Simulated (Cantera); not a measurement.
An adiabatic, constant-volume homogeneous reactor starts with CH₄ : C₂H₆ : O₂ : N₂ = 1 : 0.16 : 1.42 : 5.35 (molar parts), equivalence ratio 1.8, at 1575 K and 0.210 bar.

Computed with Cantera and GRI-Mech 3.0 (53 species, 325 reactions).

Q: Predict: time of steepest temperature rise; temperature at 2.00 s; equilibrium temperature; x(O₂) at 2.00 s; x(OH) at 2.00 s; x(HCN) at 2.00 s.

A: 
* **time of steepest temperature rise**: 0.380 ms
* **temperature at 2.00 s**: 2750 K
* **equilibrium temperature**: 2750 K
* **x(O₂) at 2.00 s**: 0.000899 (gas-phase equilibrium 0.000899)
* **x(OH) at 2.00 s**: 0.0104 (gas-phase equilibrium 0.0104)
* **x(HCN) at 2.00 s**: 2.53e-8 (gas-phase equilibrium 2.53e-8)
